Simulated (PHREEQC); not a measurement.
0.25 g of hydrous ferric oxide (600 m²/g; 0.2 weak and 0.005 strong sites per Fe, Dzombak-Morel constants, diffuse double layer) in 1 kg of water with 0.001 mol/kgw of an inert sodium salt and 0.0011 mol H3BO3 and 1.4e-06 mol CaCl2, at 25 °C; the pH is set by adding NaOH or the inert anion's acid. Oxygen alone is held at its pressure in air (log pO2 = -0.68). No CO2 enters from the air. No solid was allowed to form.

Base run: PHREEQC, ion-association model, wateq4f.dat. Each further column changes one thing. The table gives B sorbed (%).

```csv
pH,base,no electrostatic term (-no_edl),background salt from 0.001 to 0.0001 mol/kgw,oxide from 0.25 to 1.2 g/kgw
3,0.1,0.0,0.1,0.3
3.38,0.1,0.0,0.1,0.5
4.12,0.2,0.0,0.2,0.7
4.5,0.2,0.0,0.2,0.8
4.88,0.2,0.0,0.2,0.8
5.62,0.2,0.0,0.2,0.8
6,0.2,0.0,0.2,0.8
6.38,0.2,0.0,0.2,0.8
7.12,0.2,0.1,0.2,0.8
7.5,0.2,0.1,0.2,0.8
7.88,0.2,0.2,0.2,0.8
8.62,0.1,0.1,0.1,0.7
9,0.1,0.1,0.1,0.5
```

The oxide is taken as insoluble; below pH 4 it would dissolve.
